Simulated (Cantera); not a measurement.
Reactions in the system N-O-V

Source: NASA polynomial tables (part measured, part estimated), evaluated in Cantera. Values are per mole of reaction as written; species without (g) are pure solids or liquids, kept so even where they would boil at 1 bar. VN: taken at fixed stoichiometry.

N2(g) + 2 VO2(g) ⇌ 2 O2(g) + 2 VN

```tsv
T (K)	ΔH° (kJ)	ΔS° (J/K)	ΔG° (kJ)	log10 K
1400	64.4	-194.4	336.5	-12.56
1475	67.5	-192.2	351.0	-12.43
1550	70.7	-190.1	365.4	-12.31
1625	74.0	-188.0	379.5	-12.20
1700	77.4	-186.0	393.6	-12.09
1775	80.9	-183.9	407.4	-11.99
1850	84.6	-181.9	421.2	-11.89
1925	88.3	-179.9	434.7	-11.80
2000	92.2	-178.0	448.1	-11.70
2075	96.2	-176.0	461.4	-11.62
```
